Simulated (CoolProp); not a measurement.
A closed Brayton cycle with nitrogen: compressor inlet 320.15 K and 3.5 MPa, high pressure 9.21 MPa, turbine inlet 680 K, compressor efficiency 0.85, turbine efficiency 0.93, recuperator effectiveness 0.9 (on enthalpy, no pinch check). Each further row changes one setting.

Computed with CoolProp (reference Helmholtz-energy equation of state, Span 2000).

```
case                           thermal efficiency (%)  net work (kJ/kg)  compressor to turbine work  compressor exit (K)  turbine exit (K)
-----------------------------  ----------------------  ----------------  --------------------------  -------------------  ----------------
as stated                                        20.7              36.5                        0.78                441.2             531.1
turbine inlet 630 K                              15.2              24.3                        0.84                441.2             490.8
compressor inlet 330.15 K                         [?]               [?]                         [?]                  [?]             531.1
high pressure 7.83 MPa                           23.0               [?]                         [?]                  [?]             553.7
recuperator effectiveness 0.5                     [?]              36.5                        0.78                441.2             531.1
```

**Question.** Fill in the missing entries.

**Answer.** 
- compressor inlet 330.15 K, thermal efficiency (%): 18.6
- compressor inlet 330.15 K, net work (kJ/kg): 32.4
- compressor inlet 330.15 K, compressor to turbine work: 0.80
- compressor inlet 330.15 K, compressor exit (K): 454.8
- high pressure 7.83 MPa, net work (kJ/kg): 36.0
- high pressure 7.83 MPa, compressor to turbine work: 0.74
- high pressure 7.83 MPa, compressor exit (K): 418.5
- recuperator effectiveness 0.5, thermal efficiency (%): 17.0
